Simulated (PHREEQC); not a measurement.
Solution (25 °C): 4 mol/kgw CaCl2 and 0.00083 mol/kgw H4SiO4. Closed to the air; pH follows from the charge balance.

Model: Pitzer model, pitzer.dat, run in PHREEQC.

- pH: 4.58
- ionic strength: 12.0 mol/kgw
- activity of water: 0.625
- density: 1.288 g/cm³
- osmotic coefficient: 2.172

| species | molality | activity | log γ |
|---|---|---|---|
| Cl- | 8.00 | 6.30 | -0.104 |
| Ca+2 | 4.00 | 159 | 1.598 |
| H4SiO4 | 0.000829 | 0.00557 | 0.827 |
| H+ | 9.83e-7 | 2.64e-5 | 1.430 |
| H3SiO4- | 8.36e-7 | 3.10e-8 | -1.430 |
| OH- | 1.47e-7 | 2.40e-10 | -2.788 |

This is a speciation only: nothing precipitates in the calculation. Examples of supersaturated solids here: SiO2(a). Others may be too. Complexes and solids missing from the database can't appear. In brines, pH and single-ion activities rest on the MacInnes convention.
